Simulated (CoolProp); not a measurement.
Saturated liquid density (kg/m³) of R115: the reference equation beside estimates from Tc = 353.1 K, pc = 3.129 MPa, ω = 0.248.

Computed with CoolProp (reference Helmholtz-energy equation of state, Lemmon 2016).

```
T (K)  reference  van der Waals  Redlich-Kwong  Soave-Redlich-Kwong
-----  ---------  -------------  -------------  -------------------
192.3       1685           1052           1557                 1594
198         1667           1041              ?                 1578
203.6       1649           1031           1521                 1563
209.3       1630           1020           1502                 1546
214.9       1611           1009           1484                 1529
220.6       1592          997.4              ?                 1510
226.2       1573          985.8           1444                 1492
231.9       1554          973.8           1423                    ?
```

Question: What belongs in the gaps?

Answer: 
- 198, Redlich-Kwong: 1539
- 220.6, Redlich-Kwong: 1464
- 231.9, Soave-Redlich-Kwong: 1472

Absolute difference from the reference over all 8 rows, mean and median: van der Waals 37.4 and 37.4 %, Redlich-Kwong 7.9 and 7.9 %, Soave-Redlich-Kwong 5.2 and 5.2 %.
